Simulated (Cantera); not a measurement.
Feed: 1 mol C2H4, 84 mol H2, 0.24 mol N2, equilibrated at 31.0 Pa.

Equilibrium computed with Cantera from the NASA thermochemical tables; the gas is ideal and each condensed phase is pure. Candidate condensed phases: C, C6H6, C7H8, C8H18; 92 gas species. Kinetics and transport are ignored.

**Question.** At 2673 K, list the 6 most abundant gas species with their mole fractions, and the condensed phases.

**Answer.** H 0.897, H2 0.0950, C 0.00239, C3 0.00220, N2 0.00105, HCN 0.000510. Condensed: gas only.
